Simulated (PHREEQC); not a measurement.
## Copper plating or etch bath: speciation

Solution (75 °C): 0.0029 mol/kgw CuSO4, 0.024 mol/kgw HBF4 and 5e-05 mol/kgw KCl. Closed to the air; pH follows from the charge balance.

The numbers come from PHREEQC with the ion-association model, wateq4f.dat.

This is a speciation only: nothing precipitates in the calculation.

### Question
What pH, ionic strength does the model give?

### Answer
pH 1.81; ionic strength 0.0270 mol/kgw.

### Question
In which forms is Cl present?

### Answer
Cl- 97 %, CuCl+ 3.1 % of the Cl.

Species that the database lacks are ignored. At this temperature some constants are extrapolated from 25 °C, and those without enthalpy data are left unchanged. Real BF4- forms and hydrolyses slowly; the run takes it at equilibrium.
